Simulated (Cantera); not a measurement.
Input: 1 mol BCl3, a varied amount of N2, held at 270 Torr.

Method: chemical equilibrium by Gibbs-energy minimisation in Cantera with the NASA 1993 tables (ideal gas, pure condensed phases). Candidate condensed phases: B, BN; 10 gas species. N2 is the only nitrogen source here; it is nearly inert below about 1500 K, so the nitride shown seldom forms there in practice. The tables' values for BCl2 are old estimates. Equilibrium is a limit: real reactors are often held back by kinetics, nucleation or transport.

Task: What condenses at these points (T in K, n(N2) in mol): (1975, 2.5); (2125, 2.5); (1975, 0.41); (1075, 1); (1525, 2.5)?

Result: 
```csv
T (K),n(N2) in mol,condensed phases,B condensed (%)
1975,2.5,gas only,0.0
2125,2.5,gas only,0.0
1975,0.41,gas only,0.0
1075,1,gas only,0.0
1525,2.5,BN,0.0
```
